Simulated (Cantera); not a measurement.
# Sublimation and decomposition of ceramics: MgO + H2

Feed: 1 mol MgO, 0.29 mol H2, at 78.0 mbar.

Method: chemical equilibrium by Gibbs-energy minimisation in Cantera with the NASA 1993 tables (ideal gas, pure condensed phases). Candidate condensed phases: H2O, Mg, MgO, Mg(OH)2; 15 gas species. The tables' values for MgH are old estimates; treat these amounts as uncertain. Rates play no part.

From 1225 °C to 2425 °C the condensed part is MgO(s). The main Mg-bearing gas is Mg throughout.

```csv
T (°C),x H2,x Mg,x H2O,x H,x OH,x MgOH,n MgO(s)
1225,1.000,0.000110,0.000111,6.15e-5,1.93e-10,7.52e-9,1.000
1325,0.999,0.000372,0.000373,0.000190,2.77e-9,6.25e-8,1.000
1425,0.997,0.00108,0.00108,0.000517,2.89e-8,4.02e-7,1.000
1525,0.993,0.00277,0.00278,0.00126,2.31e-7,2.09e-6,0.999
1625,0.984,0.00640,0.00643,0.00278,1.48e-6,9.05e-6,0.998
1725,0.967,0.0135,0.0136,0.00565,7.88e-6,3.36e-5,0.996
1825,0.936,0.0263,0.0264,0.0107,3.56e-5,0.000108,0.992
1925,0.886,0.0474,0.0474,0.0188,0.000140,0.000310,0.985
2025,0.809,0.0795,0.0793,0.0308,0.000486,0.000789,0.974
2125,0.702,0.124,0.123,0.0473,0.00152,0.00180,0.957
2225,0.568,0.180,0.175,0.0672,0.00430,0.00368,0.931
2325,0.419,0.241,0.228,0.0882,0.0111,0.00671,0.896
2425,0.274,0.302,0.265,0.106,0.0261,0.0109,0.848
```
x: gas mole fraction; n: condensed amount in mol.
